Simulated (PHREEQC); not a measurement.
# Reverse-osmosis permeate

Model water analysis in mg/kgw, 25 °C, pH 6.06, pe 12.5:

```json
[
 {"constituent": "Na", "mg/kgw": "4.21"},
 {"constituent": "K", "mg/kgw": "3.72"},
 {"constituent": "Ca", "mg/kgw": "4.67"},
 {"constituent": "Mg", "mg/kgw": "4.69"},
 {"constituent": "Cl", "mg/kgw": "20.8"},
 {"constituent": "S(6) as SO4", "mg/kgw": "2.97"},
 {"constituent": "Alkalinity as HCO3", "mg/kgw": "13.5"},
 {"constituent": "Ni", "mg/kgw": "0.0499"},
 {"constituent": "Ba", "mg/kgw": "0.48"},
 {"constituent": "Zn", "mg/kgw": "0.0125"}
]
```

Valence states are taken as typed.

Computed with PHREEQC (ion-association model, wateq4f.dat).

Precipitation was switched off in this run.

**Question.** What charge-balance error does the model give?

**Answer.** charge-balance error 2.1 %.

**Question.** In which forms is S present?

**Answer.** SO4-2 95 %, MgSO4 3.1 %, CaSO4 1.6 % of the S.
